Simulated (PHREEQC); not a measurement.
A solution holds 0.0039 mol KNO3 per kg of water, at 33 °C. Closed to the air; pH follows from the charge balance.

Model: ion-association model, phreeqc.dat, run in PHREEQC.

Each row changes one thing in this solution. This is a speciation only: nothing precipitates in the calculation.

```tsv
case	pH	ionic strength (mol/kgw)
as made	6.87	0.00390
temperature from 33 to 5 °C	7.36	0.00390
KNO3 from 0.0039 to 0.00078 mol/kgw	6.87	0.000780
KNO3 replaced by KH2PO4 at the same molality	4.86	0.00394
0.00017 mol/kgw Zn(NO3)2 added	6.28	0.00441
KNO3 from 0.0039 to 0.00351 mol/kgw	6.87	0.00351
diluted 10-fold with water	6.87	0.000390
0.00027 mol/kgw NaOH added	10.14	0.00417
```

Species that the database lacks are ignored. Constants without temperature data keep their 25 °C values here.
